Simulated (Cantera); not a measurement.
A Cantera script and its output.

```python
import numpy as np
import cantera as ct

gas = ct.Solution("gri30.yaml")
gas.TPX = 1173, 101325, {'C2H4': 1, 'H2': 91}
reactor = ct.IdealGasConstPressureReactor(gas, energy="off", clone=False)
net = ct.ReactorNet([reactor])
net.rtol, net.atol = 1e-08, 1e-18
show = ['C2H4', 'H2', 'C2H6', 'H', 'CH2']
times = np.geomspace(1e-05, 200, 11)

steps = ct.SolutionArray(gas, extra=["t"])
rows = []
print(f"{'t/s':>10s}{'T/K':>9s}{'P/Pa':>11s}" + "".join(f"{s:>11s}" for s in show))
for t in times:
    while net.time < t:
        t_next = net.step()
        steps.append(gas.state, t=t_next)
    rows.append([np.interp(t, steps.t, y) for y in (steps.T, steps.P, *steps(*show).X.T)])
    print(f"{t:10.3e}{rows[-1][0]:9.1f}{rows[-1][1]:11.4g}" + "".join(f"{x:11.3e}" for x in rows[-1][2:]))
rate = np.gradient(steps.T, steps.t)
print("integrator steps:", len(steps.t))
if steps.T.max() > steps.T[0] + 200:
    print(f"time of steepest temperature rise: {steps.t[rate.argmax()]:.4e} s")
gas.TPX = 1173, 101325, {'C2H4': 1, 'H2': 91}
gas.equilibrate("TP")
print(f"equilibrium (TP): T = {gas.T:.1f} K  " + "  ".join(f"{s} {gas[s].X[0]:.3e}" for s in show))
```

It prints:

```
       t/s      T/K       P/Pa       C2H4         H2       C2H6          H        CH2
 1.000e-05   1173.0  1.013e+05  1.087e-02  9.891e-01  8.385e-13  3.119e-12  3.514e-20
 5.372e-05   1173.0  1.013e+05  1.087e-02  9.891e-01  1.971e-11  1.811e-11  2.806e-19
 2.885e-04   1173.0  1.013e+05  1.087e-02  9.891e-01  5.362e-10  9.884e-11  1.611e-18
 1.550e-03   1173.0  1.013e+05  1.087e-02  9.891e-01  1.518e-08  5.382e-10  8.849e-18
 8.326e-03   1173.0  1.013e+05  1.087e-02  9.891e-01  5.082e-07  3.879e-09  6.386e-17
 4.472e-02   1173.0  1.013e+05  1.061e-02  9.891e-01  2.392e-04  8.252e-07  1.535e-14
 2.402e-01   1173.0  1.013e+05  7.616e-03  9.877e-01  1.539e-03  2.242e-06  2.039e-13
 1.290e+00   1173.0  1.013e+05  4.005e-03  9.832e-01  8.069e-04  1.720e-06  3.439e-13
 6.931e+00   1173.0  1.013e+05  8.577e-04  9.791e-01  1.720e-04  8.408e-07  1.317e-13
 3.723e+01   1173.0  1.013e+05  4.049e-05  9.781e-01  7.549e-06  2.089e-07  8.923e-15
 2.000e+02   1173.0  1.013e+05  1.534e-06  9.780e-01  3.209e-07  1.166e-07  2.790e-15
integrator steps: 1362
equilibrium (TP): T = 1173.0 K  C2H4 1.533e-06  H2 9.780e-01  C2H6 3.209e-07  H 1.166e-07  CH2 2.790e-15
```

Cantera simulation using GRI-Mech 3.0 (53 species, 325 reactions); the numbers are that mechanism's predictions, not measurements. GRI-Mech 3.0 was tuned for natural gas; its chemistry of ethylene as a main component is partial and can be far from experiment. GRI-Mech 3.0 stops at C3 and has no aromatics, soot or wall deposition, so with more carbon than oxygen in the feed, carbon stays in small species such as C2H2 where larger ones or solid carbon would form.
